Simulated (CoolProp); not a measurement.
Vapour-liquid equilibrium of R125 (1) + fluoroethane (R161) (2) at -0.85 °C; x and y are mole fractions of (1).

Computed with CoolProp (multi-fluid Helmholtz-energy mixture model, Lemmon 2005 and Wu 2012; pair parameters Bell 2016).

### Question
Give the bubble pressure and the first vapour's composition at x = 0.05, 0.15, 0.85. Is there an azeotrope?

### Answer
x = 0.05: 4.330 bar, y = 0.067; x = 0.15: 4.540 bar, y = 0.204; x = 0.85: 6.291 bar, y = 0.884. No azeotrope shows between x = 0.05 and 0.95.

The pair parameters rest on a limited set of measurements; away from them the model extrapolates. The gap from Raoult's law changes sign with composition, which may be real or a fault of the pair parameters; it wasn't checked against measurements.
